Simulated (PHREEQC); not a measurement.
Solution (20 °C): 0.0072 mol/kgw Na2S and 0.28 mol/kgw NaOH. It is in equilibrium with CO2 at log p = 0 (atm). Otherwise closed; pH follows from the charge balance.

The numbers come from PHREEQC with the ion-association model, phreeqc.dat.

Each row changes one thing in this solution. No solid was allowed to form.

```csv
case,pH,ionic strength (mol/kgw),Na+ (mol/kgw),HCO3- (mol/kgw),CO2 (mol/kgw),NaHCO3 (mol/kgw)
as made,7.08,0.273,0.273,0.267,0.0366,0.0212
diluted 5-fold with water,6.46,0.0576,0.0576,0.0572,0.0384,0.00127
NaOH from 0.28 to 0.252 mol/kgw,7.05,0.248,0.248,0.243,0.0368,0.0179
diluted 2-fold with water,6.82,0.141,0.141,0.139,0.0377,0.00646
Na2S replaced by NaHCO3 at the same molality,7.08,0.267,0.266,0.265,0.0366,0.0207
NaOH replaced by Na2HPO4 at the same molality,6.70,0.660,0.531,0.118,0.0335,0.0152
NaOH left out,5.88,0.0143,0.0143,0.0138,0.0388,9.00e-5
Na2S replaced by Na2CO3 at the same molality,7.09,0.273,0.272,0.271,0.0366,0.0215
Na2S left out,7.07,0.260,0.260,0.259,0.0367,0.0198
```
